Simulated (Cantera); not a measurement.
Input: 1 mol CH3OH, 1.7 mol CO2, held at 1723.15 K and 16500 Torr.

These are equilibrium values from Cantera (NASA tables, ideal gas, pure condensed phases), not measurements of a reactor. Candidate condensed phases: C, C6H6, C7H8, C8H18, H2O; 110 gas species. The numbers say what is thermodynamically allowed, not how fast it happens.

**Question.** What is the equilibrium state?

**Answer.** 
```json
{
  "x(CO)": "0.437",
  "x(H2O)": "0.224",
  "x(H2)": "0.202",
  "x(CO2)": "0.138",
  "x(H)": "1.75e-5",
  "x(CH4)": "3.31e-6",
  "x(OH)": "1.06e-6",
  "gas_amount": "4.700 mol",
  "log10 activity of C(graphite) (absent)": "-2.43"
}
```
